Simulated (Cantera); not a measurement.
What does this Cantera script print?

```python
import numpy as np
import cantera as ct

gas = ct.Solution("gri30.yaml")


def delay(T, t_max=10):
    gas.TPX = T, 120000, {'CH4': 1, 'O2': 2.86, 'N2': 10.7}
    reactor = ct.IdealGasConstPressureReactor(gas, clone=False)
    net = ct.ReactorNet([reactor])
    net.rtol, net.atol = 1e-8, 1e-16
    while net.time < t_max:
        t_old, T_old = net.time, reactor.T
        net.step()
        if reactor.T > T + 400:  # ignition: a rise of 400 K
            return t_old + (T + 400 - T_old) / (reactor.T - T_old) * (net.time - t_old)
    return np.nan


taus = []
for T in [1300, 1400, 1500, 1600, 1700, 1800, 1900, 2000]:
    taus.append(delay(T))
    print(f"T0 = {T:6g} K   tau = {taus[-1]:.4e} s")
```

It prints:

```
T0 =   1300 K   tau = 8.4129e-03 s
T0 =   1400 K   tau = 2.5353e-03 s
T0 =   1500 K   tau = 8.9165e-04 s
T0 =   1600 K   tau = 3.6768e-04 s
T0 =   1700 K   tau = 1.7430e-04 s
T0 =   1800 K   tau = 9.2096e-05 s
T0 =   1900 K   tau = 5.2882e-05 s
T0 =   2000 K   tau = 3.2413e-05 s
```

Model: GRI-Mech 3.0 (53 species, 325 reactions), integrated in Cantera.
